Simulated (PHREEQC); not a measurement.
Make-up at 20 °C: 0.0015 mol NH3 and 0.024 mol H3BO3 per kg of water. Closed to the air; pH follows from the charge balance.

Computed with PHREEQC (ion-association model, phreeqc.dat).

This is a speciation only: nothing precipitates in the calculation.

**Question.** Predict the pH.

**Answer.** pH 8.07.

**Question.** In which forms is N present?

**Answer.** NH4+ 96 %, NH3 4.2 % of the N.

Complexes and solids missing from the database can't appear.
